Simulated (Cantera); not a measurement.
# Low-pressure radical oxidation in H2/O2

A perfectly stirred reactor is fed with 4.03 % H₂, 96.0 % O₂, at 10.00 Torr; it is held at 1125 K, and followed from long to short residence time.

Computed with Cantera and the H2/O2 subset of GRI-Mech 3.0, which has no nitrogen chemistry. Radical loss at walls, strong at low pressure, is not modelled. The temperature is held fixed by assumption; the heat of reaction is taken as removed at once.

```json
[
 {"τ (s)": "0.68", "x H₂": "0.000229", "x O₂": "0.955", "x H₂O₂": "7.49e-8", "x H₂O": "0.0403", "x OH": "0.000806", "x O": "0.00298"},
 {"τ (s)": "0.27", "x H₂": "0.000389", "x O₂": "0.953", "x H₂O₂": "8.42e-8", "x H₂O": "0.0398", "x OH": "0.00109", "x O": "0.00511"},
 {"τ (s)": "0.11", "x H₂": "0.000653", "x O₂": "0.950", "x H₂O₂": "9.37e-8", "x H₂O": "0.0389", "x OH": "0.00145", "x O": "0.00819"},
 {"τ (s)": "0.045", "x H₂": "0.00110", "x O₂": "0.945", "x H₂O₂": "1.05e-7", "x H₂O": "0.0375", "x OH": "0.00188", "x O": "0.0121"},
 {"τ (s)": "0.018", "x H₂": "0.00195", "x O₂": "0.940", "x H₂O₂": "1.24e-7", "x H₂O": "0.0354", "x OH": "0.00242", "x O": "0.0158"},
 {"τ (s)": "0.0072", "x H₂": "0.00360", "x O₂": "0.937", "x H₂O₂": "1.56e-7", "x H₂O": "0.0324", "x OH": "0.00304", "x O": "0.0177"},
 {"τ (s)": "0.0029", "x H₂": "0.00691", "x O₂": "0.937", "x H₂O₂": "2.05e-7", "x H₂O": "0.0281", "x OH": "0.00367", "x O": "0.0169"},
 {"τ (s)": "0.0012", "x H₂": "0.0133", "x O₂": "0.941", "x H₂O₂": "2.48e-7", "x H₂O": "0.0217", "x OH": "0.00399", "x O": "0.0135"},
 {"τ (s)": "0.00047", "x H₂": "0.0257", "x O₂": "0.949", "x H₂O₂": "1.89e-7", "x H₂O": "0.0112", "x OH": "0.00309", "x O": "0.00714"}
]
```
x: mole fraction; the columns are a selection and need not sum to one.
